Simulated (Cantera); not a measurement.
## Equilibrium for carbon deposition, reforming and gasification: CH3OH + H2 + N2

Charge: 1 mol CH3OH, a varied amount of H2, 2.9 mol N2, at 1.00 bar.

Method: chemical equilibrium by Gibbs-energy minimisation in Cantera with the NASA 1993 tables (ideal gas, pure condensed phases). Candidate condensed phases: C, C6H6, C7H8, C8H18, H2O; 136 gas species. The numbers say what is thermodynamically allowed, not how fast it happens.

Q: Map the stable condensed phases over T = 748, 773, 798, 823, 848, 873, 898, 923, 948, 973, 998, 1023, 1048, 1073 K and n(H2) in mol = 1, 1.5, 2, 2.5, 3, 3.5, 3.9, 4.4, 4.9.

A: 
```
T in K \ n(H2) in mol
           1 1.5   2 2.5   3 3.5 3.9 4.4 4.9
   1073    A   A   B   B   B   B   B   B   B
   1048    A   A   B   B   B   B   B   B   B
   1023    A   A   A   B   B   B   B   B   B
    998    A   A   A   A   B   B   B   B   B
    973    A   A   A   A   B   B   B   B   B
    948    A   A   A   A   A   B   B   B   B
    923    A   A   A   A   A   B   B   B   B
    898    A   A   A   A   A   B   B   B   B
    873    A   A   A   A   B   B   B   B   B
    848    A   A   A   A   B   B   B   B   B
    823    A   A   A   B   B   B   B   B   B
    798    A   A   A   B   B   B   B   B   B
    773    A   A   B   B   B   B   B   B   B
    748    A   A   B   B   B   B   B   B   B
```
A: C; B: gas only.
